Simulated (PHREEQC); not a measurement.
Buffer: an equilibrium model

Make-up at 25 °C and 300 atm: 0.031 mol NaHSO4 and 0.055 mol Na2SO4 per kg of water. Closed to the air; pH follows from the charge balance.

Computed with PHREEQC (Pitzer model, pitzer.dat).

No solid was allowed to form.

Q: Predict the pH.

A: pH 2.02.

Q: In which forms is S present?

A: SO4-2 81 %, HSO4- 19 % of the S.

Complexes and solids missing from the database can't appear. Under pressure, the constants of complexes without a molar volume in the database are unreliable.
